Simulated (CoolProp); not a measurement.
Values from CoolProp's reference Helmholtz-energy equation of state, Thol 2016.

For hexamethyldisiloxane (MM), give the phase and the density (kg/m³), expansivity (1/kK) at 350.4 K and 3.86 MPa; 350.4 K and 5.79 MPa.


- 350.4 K and 3.86 MPa: liquid; density 711, expansivity 1.51
- 350.4 K and 5.79 MPa: liquid; density 715, expansivity 1.45
